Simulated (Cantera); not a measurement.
Cantera run, input and output.

```python
import numpy as np
import cantera as ct

gas = ct.Solution("gri30.yaml")
gas.TPX = 1150, 6700, {'N2O': 1, 'H2': 0.018, 'N2': 7.8}
reactor = ct.IdealGasConstPressureReactor(gas, energy="off", clone=False)
net = ct.ReactorNet([reactor])
net.rtol, net.atol = 1e-08, 1e-18
show = ['N2O', 'H2', 'O2', 'NO', 'HO2']
times = np.geomspace(0.001, 100, 14)

steps = ct.SolutionArray(gas, extra=["t"])
rows = []
print(f"{'t/s':>10s}{'T/K':>9s}{'P/Pa':>11s}" + "".join(f"{s:>11s}" for s in show))
for t in times:
    while net.time < t:
        t_next = net.step()
        steps.append(gas.state, t=t_next)
    rows.append([np.interp(t, steps.t, y) for y in (steps.T, steps.P, *steps(*show).X.T)])
    print(f"{t:10.3e}{rows[-1][0]:9.1f}{rows[-1][1]:11.4g}" + "".join(f"{x:11.3e}" for x in rows[-1][2:]))
rate = np.gradient(steps.T, steps.t)
print("integrator steps:", len(steps.t))
if steps.T.max() > steps.T[0] + 200:
    print(f"time of steepest temperature rise: {steps.t[rate.argmax()]:.4e} s")
gas.TPX = 1150, 6700, {'N2O': 1, 'H2': 0.018, 'N2': 7.8}
gas.equilibrate("TP")
print(f"equilibrium (TP): T = {gas.T:.1f} K  " + "  ".join(f"{s} {gas[s].X[0]:.3e}" for s in show))
```

Output:

```
       t/s      T/K       P/Pa        N2O         H2         O2         NO        HO2
 1.000e-03   1150.0       6700  1.134e-01  2.041e-03  2.591e-07  5.395e-08  1.383e-09
 2.424e-03   1150.0       6700  1.134e-01  2.038e-03  9.182e-07  2.179e-07  1.313e-08
 5.878e-03   1150.0       6700  1.134e-01  2.022e-03  2.641e-06  8.110e-07  8.586e-08
 1.425e-02   1150.0       6700  1.133e-01  1.936e-03  7.065e-06  3.067e-06  2.952e-07
 3.455e-02   1150.0       6700  1.129e-01  1.609e-03  1.968e-05  1.032e-05  4.108e-07
 8.377e-02   1150.0       6700  1.121e-01  9.066e-04  5.586e-05  2.411e-05  4.819e-07
 2.031e-01   1150.0       6700  1.113e-01  2.833e-04  1.503e-04  4.377e-05  4.613e-07
 4.924e-01   1150.0       6700  1.105e-01  5.075e-05  3.789e-04  8.142e-05  2.646e-07
 1.194e+00   1150.0       6700  1.092e-01  3.081e-06  9.263e-04  1.726e-04  1.331e-07
 2.894e+00   1150.0       6700  1.062e-01  1.476e-08  2.226e-03  3.961e-04  7.081e-08
 7.017e+00   1150.0       6700  9.933e-02  9.256e-09  5.224e-03  9.143e-04  3.330e-08
 1.701e+01   1150.0       6700  8.456e-02  9.205e-09  1.167e-02  2.024e-03  1.395e-08
 4.125e+01   1150.0       6700  5.762e-02  9.824e-09  2.343e-02  4.028e-03  5.193e-09
 1.000e+02   1150.0       6700  2.362e-02  1.042e-08  3.831e-02  6.484e-03  1.666e-09
integrator steps: 1723
equilibrium (TP): T = 1150.0 K  N2O 1.487e-09  H2 1.407e-10  O2 5.271e-02  NO 7.244e-05  HO2 1.883e-10
```

Computed with Cantera and GRI-Mech 3.0 (53 species, 325 reactions). GRI-Mech 3.0 was tuned for natural gas; its chemistry of N2O as a main component is partial and can be far from experiment. The mechanism lacks the step 2 NO + O2 → 2 NO2, which can matter for NO2 below about 1400 K. The temperature is held fixed by assumption; the heat of reaction is taken as removed at once.
